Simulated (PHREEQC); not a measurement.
## Metal-bearing waste water: speciation

A solution holds 1.5 mmol/kgw FeCl3, 0.74 mmol/kgw MgSO4, 51 mmol/kgw HCl and 0.057 mmol/kgw Na2SO4, at 20 °C. It is in equilibrium with CO2 at log p = -3.4 (atm). Otherwise closed; pH follows from the charge balance.

The numbers come from PHREEQC with the ion-association model, phreeqc.dat.

Precipitation was switched off in this run.

Estimate the pH, density.

pH 1.37; density 0.999 g/cm³.

In which forms is Fe present?

Fe+3 50 %, FeCl+2 29 %, FeSO4+ 12 %, FeCl2+ 3.7 %, FeOH+2 2.9 %, FeHSO4+2 2.5 % of the Fe.

Examples of supersaturated solids here: Hematite (slow to form), Goethite (slow to form). Others may be too.
